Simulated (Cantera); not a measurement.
**Premixed flame**

A freely propagating, adiabatic, planar premixed flame of 45.7 % H2, 11.4 % O2, 42.9 % N2, equivalence ratio 2.0, unburnt at 323 K and 0.460 bar; mixture-averaged transport, grid criteria slope 0.08 and curve 0.16, no radiation.

Model: the H2/O2 subset of GRI-Mech 3.0, which has no nitrogen chemistry, integrated in Cantera. Burning velocities carry a grid error of a few per cent, more on coarse grids.

| z (mm) | T (K) | u (m/s) | x H2 | x O2 | x H | x O | x H2O2 | x HO2 |
|---|---|---|---|---|---|---|---|---|
| -2.85 | 323 | 3.17 | 0.457 | 0.114 | <1e-8 | <1e-8 | <1e-8 | <1e-8 |
| -1.90 | 323 | 3.17 | 0.457 | 0.114 | <1e-8 | <1e-8 | <1e-8 | <1e-8 |
| -1.42 | 323 | 3.17 | 0.457 | 0.114 | <1e-8 | <1e-8 | <1e-8 | <1e-8 |
| -0.950 | 323 | 3.17 | 0.457 | 0.114 | <1e-8 | <1e-8 | <1e-8 | 1.25e-8 |
| -0.475 | 339 | 3.31 | 0.453 | 0.115 | 8.74e-6 | 1.45e-6 | 7.24e-6 | 9.06e-5 |
| -0.237 | 623 | 5.92 | 0.420 | 0.109 | 0.00580 | 0.000152 | 6.23e-5 | 0.000146 |
| 0 | 1035 | 9.55 | 0.334 | 0.0792 | 0.0390 | 0.00195 | 2.28e-6 | 4.71e-5 |
| 0.237 | 1314 | 12.0 | 0.242 | 0.0270 | 0.0767 | 0.00322 | 5.94e-7 | 1.44e-5 |
| 0.475 | 1440 | 13.1 | 0.210 | 0.00533 | 0.0863 | 0.00169 | 3.49e-7 | 2.72e-6 |
| 0.950 | 1548 | 14.0 | 0.210 | 0.000656 | 0.0780 | 0.000970 | 2.53e-7 | 3.18e-7 |
| 1.90 | 1656 | 14.9 | 0.219 | 0.000386 | 0.0633 | 0.000764 | 1.76e-7 | 1.80e-7 |
| 3.80 | 1767 | 15.8 | 0.228 | 0.000250 | 0.0477 | 0.000516 | 1.00e-7 | 1.16e-7 |
| 7.60 | 1863 | 16.5 | 0.237 | 0.000139 | 0.0339 | 0.000297 | 5.16e-8 | 6.82e-8 |
x: mole fraction of selected species; z is measured from the peak of heat release.

- laminar burning velocity = 317 cm/s
- thermal thickness = 0.950 mm
- peak x(H) = 0.0863
- peak x(O) = 0.00338
- peak x(H2O2) = 7.32e-5
- peak x(HO2) = 0.000286
